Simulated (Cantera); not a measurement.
Charge: 1 mol Si, 1.9 mol HCl, 0.69 mol N2, at 0.160 bar.

Method: chemical equilibrium by Gibbs-energy minimisation in Cantera with the NASA 1993 tables (ideal gas, pure condensed phases). Candidate condensed phases: NH4Cl, Si, Si3N4; 28 gas species. N2 is the only nitrogen source here; it is nearly inert below about 1500 K, so the nitride shown seldom forms there in practice. The tables' values for SiCl3 are old estimates; treat these amounts as uncertain. Kinetics and transport are ignored.

Task: At 950 K, list the 5 most abundant gas species with their mole fractions, and the condensed phases.

Result: HCl 0.384, H2 0.329, SiCl4 0.164, N2 0.123, SiHCl3 0.000645. Condensed: Si3N4(s).
